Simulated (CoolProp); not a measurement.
Vapour-liquid equilibrium of sulfur dioxide (1) + toluene (2) at 354.4 K; x and y are mole fractions of (1).

Computed with CoolProp (multi-fluid Helmholtz-energy mixture model, Gao 2016 and Lemmon 2006; pair parameters Bell 2016).

```csv
x,"bubble pressure, mixture model (MPa)","bubble pressure, Raoult's law (MPa)","y, mixture model","y, Raoult's law"
0.05,0.1015,0.1311,0.611,0.706
0.125,0.2078,0.2670,0.820,0.867
0.2,0.3287,0.4028,0.893,0.919
0.275,0.4598,0.5386,0.929,0.945
0.35,0.5972,0.6744,0.949,0.961
0.425,0.7373,0.8103,0.962,0.971
0.5,0.8778,0.9461,0.971,0.979
0.575,1.017,1.082,0.977,0.984
0.65,1.156,1.218,0.983,0.988
0.725,1.295,1.354,0.987,0.992
0.8,1.437,1.489,0.991,0.995
0.875,1.584,1.625,0.994,0.997
0.95,1.740,1.761,0.998,0.999
```

The largest gap from Raoult's law is -22.6 % in bubble pressure, at x = 0.05. No azeotrope shows between x = 0.05 and 0.95.

Pair parameters are fitted to limited data, so mixtures are less certain than the pure fluids.
